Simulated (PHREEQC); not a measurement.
Consider water at 55 °C with 0.19 mmol/kgw Na2SO4. Closed to the air; pH follows from the charge balance.

Equilibrium calculation in PHREEQC: Pitzer model, pitzer.dat.

This is a speciation only: nothing precipitates in the calculation.

### Question
What osmotic coefficient does the model give?

### Answer
osmotic coefficient 0.981.

Species that the database lacks are ignored. Constants without temperature data keep their 25 °C values here.
